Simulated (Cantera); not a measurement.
A perfectly stirred reactor is fed with CH4 : H2O : H2 = 0.77 : 0.38 : 0.11 (molar parts), at 3450 Torr; it is held at 1575 K, and followed from long to short residence time.

Detailed kinetics in Cantera: GRI-Mech 3.0 (53 species, 325 reactions). GRI-Mech 3.0 stops at C3 and has no aromatics, soot or wall deposition, so with more carbon than oxygen in the feed, carbon stays in small species such as C2H2 where larger ones or solid carbon would form.

x: mole fraction; the columns are a selection and need not sum to one.

```tsv
τ (s)	x CH4	x H2O	x H2	x CO2	x CO	x H2O2
8.1	0.168	0.0772	0.577	___	0.112	<1e-12
3.8	0.177	0.106	0.549	0.00581	0.0885	<1e-12
1.8	0.185	0.137	0.519	0.00569	0.0646	<1e-12
0.85	0.195	0.167	0.489	___	0.0427	<1e-12
0.40	0.209	0.194	0.458	___	0.0252	<1e-12
0.19	0.235	0.216	0.423	___	0.0134	<1e-12
0.089	0.281	0.235	0.376	___	0.00640	<1e-12
0.042	0.347	0.252	0.315	___	0.00285	<1e-12
0.020	0.421	0.267	0.250	___	0.00121	<1e-12
0.0093	0.491	0.281	0.188	___	0.000464	<1e-12
```

**Question.** Some entries are withheld; supply them.

**Answer.** 
- 8.1, x CO2: 0.00514
- 0.85, x CO2: 0.00472
- 0.40, x CO2: 0.00322
- 0.19, x CO2: 0.00177
- 0.089, x CO2: 0.000757
- 0.042, x CO2: 0.000252
- 0.020, x CO2: 6.76e-5
- 0.0093, x CO2: 1.43e-5
